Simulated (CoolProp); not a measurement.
Properties of oxygen along the isotherm 103.6 K.

Computed with CoolProp (reference Helmholtz-energy equation of state, Schmidt 1985).

```
p (kPa)   phase        Z  cp (kJ/(kg K))  expansivity (1/kK)  viscosity (µPa s)  Prandtl number  fugacity coefficient
-------  ------  -------  --------------  ------------------  -----------------  --------------  --------------------
7.98        gas   0.9983          0.9115               9.697               7.98           0.781                0.9983
12.4        gas   0.9974          0.9125               9.722               7.98           0.782                0.9974
19.3        gas   0.9960          0.9140               9.761               7.98           0.782                0.9960
30.1        gas   0.9937          0.9164               9.823               7.98           0.783                0.9937
46.9        gas   0.9902          0.9203               9.921               7.98           0.785                0.9903
73          gas   0.9846          0.9267               10.08               7.98           0.788                0.9848
114         gas   0.9757          0.9375               10.34               7.99           0.793                0.9763
177         gas   0.9618          0.9562               10.77               8.00           0.801                0.9632
276         gas   0.9389          0.9951               11.57               8.01           0.821                0.9426
429      liquid  0.01487           1.757               5.170                140            1.88                0.7385
668      liquid  0.02314           1.755               5.146                141            1.88                0.4782
1040     liquid  0.03598           1.751               5.108                142            1.88                0.3111
1620     liquid  0.05596           1.746               5.052                143            1.88                0.2038
2520     liquid  0.08682           1.737               4.968                144            1.88                0.1351
```

Viscosity comes from a separate model (Lemmon 2004). Thermal conductivity comes from a separate model (Lemmon 2004).
